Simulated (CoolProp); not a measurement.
Vapour-liquid equilibrium of R125 (1) + R227EA (2) at 2.22 bar; x and y are mole fractions of (1).

Values from CoolProp's multi-fluid Helmholtz-energy mixture model, Lemmon 2005 and Lemmon 2016; pair parameters Bell 2016.

| x | bubble temperature (K) | y at the bubble point | dew temperature at overall composition x (K) | liquid density (mol/L) |
|---|---|---|---|---|
| 0.05 | 273.8 | 0.137 | 275.6 | 8.823 |
| 0.125 | 269.8 | 0.308 | 274.0 | 9.062 |
| 0.2 | 266.1 | 0.445 | 272.3 | 9.301 |
| 0.275 | 262.8 | 0.555 | 270.6 | 9.541 |
| 0.35 | 259.9 | 0.645 | 268.7 | 9.783 |
| 0.425 | 257.1 | 0.718 | 266.7 | 10.03 |
| 0.5 | 254.7 | 0.778 | 264.5 | 10.27 |
| 0.575 | 252.4 | 0.828 | 262.2 | 10.53 |
| 0.65 | 250.3 | 0.870 | 259.7 | 10.78 |
| 0.725 | 248.4 | 0.905 | 256.8 | 11.04 |
| 0.8 | 246.7 | 0.936 | 253.7 | 11.31 |
| 0.875 | 245.0 | 0.963 | 250.1 | 11.59 |
| 0.95 | 243.5 | 0.986 | 245.8 | 11.87 |

No azeotrope shows between x = 0.05 and 0.95.

The pair parameters rest on a limited set of measurements; away from them the model extrapolates.
